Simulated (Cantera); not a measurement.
Input: 1 mol KCl, a varied amount of H₂, 2.4 mol HF, at 1473.15 K and 0.380 Pa.

Equilibrium computed with Cantera from the NASA thermochemical tables; the gas is ideal and each condensed phase is pure. Candidate condensed phases: K, KCl, KF, KHF₂; 23 gas species. Rates play no part.

x: gas mole fraction; nothing condenses.

```json
[
 {"n(H₂) (mol)": "6.2", "x H₂": "0.633", "x HF": "0.243", "x KCl": "0.0873", "x HCl": "0.0160", "x K": "0.0107"},
 {"n(H₂) (mol)": "8.3", "x H₂": "0.696", "x HF": "0.199", "x KCl": "0.0706", "x HCl": "0.0142", "x K": "0.0102"},
 {"n(H₂) (mol)": "11", "x H₂": "0.750", "x HF": "0.162", "x KCl": "0.0563", "x HCl": "0.0125", "x K": "0.00958"},
 {"n(H₂) (mol)": "15", "x H₂": "0.802", "x HF": "[?]", "x KCl": "[?]", "x HCl": "[?]", "x K": "[?]"},
 {"n(H₂) (mol)": "21", "x H₂": "0.848", "x HF": "0.0963", "x KCl": "0.0315", "x HCl": "0.00911", "x K": "0.00781"},
 {"n(H₂) (mol)": "28", "x H₂": "0.879", "x HF": "[?]", "x KCl": "[?]", "x HCl": "[?]", "x K": "[?]"},
 {"n(H₂) (mol)": "38", "x H₂": "0.906", "x HF": "0.0570", "x KCl": "0.0173", "x HCl": "0.00665", "x K": "0.00608"}
]
```

Task: Complete the blanks.

Result: 
- 15, x HF: 0.127
- 15, x KCl: 0.0431
- 15, x HCl: 0.0108
- 15, x K: 0.00877
- 28, x HF: 0.0750
- 28, x KCl: 0.0238
- 28, x HCl: 0.00784
- 28, x K: 0.00696
